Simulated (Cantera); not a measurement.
## Aluminium nitride and oxide growth: AlCl3 + N2 + O2

Input: 1 mol AlCl3, 1.2 mol N2, 0.3 mol O2, equilibrated at 100000 Pa.

These are equilibrium values from Cantera (NASA tables, ideal gas, pure condensed phases), not measurements of a reactor. Candidate condensed phases: Al, AlCl3, AlN, Al2O3; 24 gas species. Condensed phases not in the tables: AlOCl. The numbers say what is thermodynamically allowed, not how fast it happens.

From 452 °C to 1277 °C the condensed part is Al2O3(s). The main Al-bearing gas is Al2Cl6 at 452 °C and AlCl3 at 1277 °C.

```
T (°C)   x N2  x Cl2  x AlCl3  x Al2Cl6      x Cl  n Al2O3(s)
------  -----  -----  -------  --------  --------  ----------
452     0.552  0.276   0.0696     0.103   7.20e-7       0.200
527     0.532  0.266    0.138    0.0638   4.82e-6       0.200
602     0.515  0.257    0.199    0.0290   2.34e-5       0.200
677     0.505  0.253    0.231    0.0110   8.89e-5       0.200
752     0.502  0.251    0.243   0.00418  0.000280       0.200
827     0.501  0.250    0.247   0.00174  0.000758       0.200
902     0.500  0.249    0.248  0.000801   0.00181       0.200
977     0.499  0.248    0.249  0.000405   0.00388       0.200
1052    0.498  0.245    0.249  0.000222   0.00765       0.200
1127    0.497  0.241    0.248  0.000130    0.0140       0.200
1202    0.494  0.235    0.247   8.03e-5    0.0239       0.200
1277    0.490  0.226    0.245   5.20e-5    0.0385       0.200
```
x: gas mole fraction; n: condensed amount in mol.
